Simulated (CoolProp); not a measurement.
Properties of CHF3 (R23) along the isobar 0.085 MPa.

Model: reference Helmholtz-energy equation of state, Penoncello 2003, in CoolProp.

| T (K) | phase | Z | speed of sound (m/s) | fugacity coefficient |
|---|---|---|---|---|
| 163.7 | liquid | 0.002828 | 973.5 | 0.1764 |
| 168.2 | liquid | 0.002781 | 948.3 | 0.2524 |
| 172.7 | liquid | 0.002737 | 923.4 | (withheld) |
| 177.2 | liquid | 0.002697 | 898.7 | 0.4837 |
| 181.7 | liquid | 0.002660 | 874.1 | (withheld) |
| 186.2 | liquid | 0.002625 | 849.6 | 0.8588 |
| 190.7 | gas | (withheld) | 164.9 | 0.9660 |
| 195.2 | gas | 0.9680 | 167.0 | 0.9693 |
| 199.7 | gas | 0.9711 | 169.1 | 0.9721 |
| 204.2 | gas | 0.9738 | 171.1 | 0.9746 |
| 208.7 | gas | 0.9761 | 173.0 | 0.9767 |
| 213.2 | gas | 0.9781 | 174.9 | 0.9786 |
| 217.7 | gas | 0.9798 | 176.7 | 0.9803 |
| 222.2 | gas | 0.9814 | 178.5 | 0.9818 |
| 226.7 | gas | 0.9828 | 180.3 | 0.9831 |
| 231.2 | gas | 0.9840 | 182.0 | 0.9843 |

### Question
Fill in the missing entries.

### Answer

- 172.7, fugacity coefficient: 0.3531
- 181.7, fugacity coefficient: 0.6503
- 190.7, Z: 0.9643
